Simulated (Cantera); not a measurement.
Input: 1 mol trisilylamine, 0.31 mol NH3, 0.057 mol H2, equilibrated at 55000 Pa.

Equilibrium computed with Cantera from the NASA thermochemical tables; the gas is ideal and each condensed phase is pure. Candidate condensed phases: Si, Si3N4; 18 gas species. The feed counts by its element totals alone. Mutual solubility and eutectic melting of coexisting phases are not modelled. Gases not in the tables: Si2H6 and higher silanes. Kinetics and transport are ignored.

### Question
At 1725 K, list the 4 most abundant gas species with their mole fractions, and the condensed phases.

### Answer
H2 0.995, N2 0.00446, H 0.000250, SiH2 1.72e-5. Condensed: Si(l) + Si3N4(s).
